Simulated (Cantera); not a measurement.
A freely propagating, adiabatic, planar premixed flame of CH₄ : O₂ : N₂ = 1 : 1.82 : 5.09 (molar parts), unburnt at 675 K and 61000 Pa; mixture-averaged transport, grid criteria slope 0.08 and curve 0.16, no radiation.

Computed with Cantera and GRI-Mech 3.0 (53 species, 325 reactions). Burning velocities carry a grid error of a few per cent, more on coarse grids.

Q: What does this change do: 0.3 parts H2 added?

A: 
```csv
quantity,before,after
laminar burning velocity,253 cm/s,289 cm/s
thermal thickness,0.369 mm,0.354 mm
peak x(C₂H₆),0.00165,0.00159
peak x(H₂O₂),7.57e-6,6.78e-6
peak x(HO₂),0.000250,0.000236
```

Q: What does this change do: CH4 1 to 1.3 parts?

A: 
```
quantity                    before     after
------------------------  --------  --------
laminar burning velocity  253 cm/s  172 cm/s
thermal thickness         0.369 mm  0.483 mm
peak x(C₂H₆)               0.00165   0.00246
peak x(H₂O₂)               7.57e-6   7.93e-6
peak x(HO₂)               0.000250  0.000165
```
